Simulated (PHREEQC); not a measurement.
Ultrapure water in contact with air or piping (model solution)

Model water analysis in mmol/kgw, 25 °C, pH 5.97, pe 11.8:

| constituent | mmol/kgw |
|---|---|
| Na | 0.00121 |
| K | 8.47e-05 |
| Ca | 0.000222 |
| Mg | 0.000351 |
| Cl | 0.000806 |
| S(6) | 3.81e-05 |
| Alkalinity (meq/kgw) | 0.00161 |
| Cu(2) | 4.83e-05 |
| Li | 2.55e-07 |
| N(5) | 2.84e-05 |
| F | 2.56e-05 |
| B | 4.01e-05 |

Valence states are taken as typed.

The numbers come from PHREEQC with the ion-association model, phreeqc.dat.

Precipitation was switched off in this run.

Problem. What ionic strength, charge-balance error does the model give?

Solution. ionic strength 4.27e-6 mol/kgw; charge-balance error -0.1 %.

Problem. In which forms is Cu present?

Solution. Cu+2 97 %, Cu(OH)2 1.8 %, CuOH+ 0.9 % of the Cu.

Complexes and solids missing from the database can't appear. Real BF4- forms and hydrolyses slowly; the run takes it at equilibrium.
